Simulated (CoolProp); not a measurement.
Values from CoolProp's reference Helmholtz-energy equation of state, Lemmon 2006. It is a short technical equation, of lower accuracy than the large ones.

Problem. For isohexane, give the phase and the Z, speed of sound (m/s), Joule-Thomson coefficient (K/MPa) at 450.1 K and 7.61 MPa; 450.1 K and 22.8 MPa; 450.1 K and 27.9 MPa.

Solution. 
- 450.1 K and 7.61 MPa: liquid; Z 0.347, speed of sound 533, Joule-Thomson coefficient 0.0820
- 450.1 K and 22.8 MPa: liquid; Z 0.953, speed of sound 745, Joule-Thomson coefficient -0.203
- 450.1 K and 27.9 MPa: liquid; Z 1.15, speed of sound 797, Joule-Thomson coefficient -0.239
